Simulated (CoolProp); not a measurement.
Computed with CoolProp (reference Helmholtz-energy equation of state, Lemmon 2006). It is a short technical equation, of lower accuracy than the large ones.

**Question.** For nitrous oxide, give the phase and the cp (kJ/(kg K)), cv (kJ/(kg K)), speed of sound (m/s) at -0.75 °C and 1.01 bar; 39.85 °C and 1.01 bar.

**Answer.** 
- -0.75 °C and 1.01 bar: gas; cp 0.858, cv 0.663, speed of sound 256
- 39.85 °C and 1.01 bar: gas; cp 0.897, cv 0.704, speed of sound 273
